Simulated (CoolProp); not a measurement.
Nitrogen along the isobar 105 bar: Z from the reference equation and from simpler models built on Tc = 126.2 K, pc = 33.96 bar, ω = 0.037; each cubic takes its own stable root.

Values from CoolProp's reference Helmholtz-energy equation of state, Span 2000.

```
T (K)          phase  reference  van der Waals  Soave-Redlich-Kwong  Peng-Robinson
-----  -------------  ---------  -------------  -------------------  -------------
82.8          liquid     0.5286         0.7433               0.5241         0.4661
89.5          liquid     0.5062         0.7063               0.5030         0.4472
96.3          liquid     0.4886         0.6759               0.4874         0.4334
103           liquid     0.4758         0.6518               0.4772         0.4246
109.7         liquid     0.4673         0.6330               0.4721         0.4207
116.4         liquid     0.4633         0.6189               0.4723         0.4218
123.1         liquid     0.4642         0.6094               0.4784         0.4288
129.9  supercritical     0.4712         0.6042               0.4916         0.4429
136.6  supercritical     0.4857         0.6037               0.5129         0.4651
143.3  supercritical     0.5098         0.6080               0.5433         0.4966
150    supercritical     0.5450         0.6174               0.5828         0.5370
156.7  supercritical     0.5898         0.6319               0.6285         0.5831
163.5  supercritical     0.6398         0.6518               0.6765         0.6311
```
